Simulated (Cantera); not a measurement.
A closed system holds: 1 mol Si3N4, 12 mol HCl, 7.7 mol N2, 5 mol NF3, at 1550 K and 100000 Pa.

Cantera equilibrium calculation (NASA polynomials, part measured and part estimated; ideal gas, pure solids and liquids). Rates play no part.

```tsv
species	before	after
N2	0.422	0.372
HF	0.104	0.304
ClF	1.48e-6	0.133
HCl	0.311	1.74e-5
F	2.74e-7	0.0188
Cl2	0.0434	0.0743
SiF4	0.104	0.0759
Cl	0.0169	0.0221
F2	<1e-9	3.09e-5
```
Gas species are given as mole fractions.

### Question
Which change was made?
A. HCl from 12 to 2.3 mol
B. temperature from 1550 K to 1973 K
C. temperature from 1550 K to 1348 K
D. NF3 from 5 to 10 mol

### Answer
D, NF3 from 5 to 10 mol
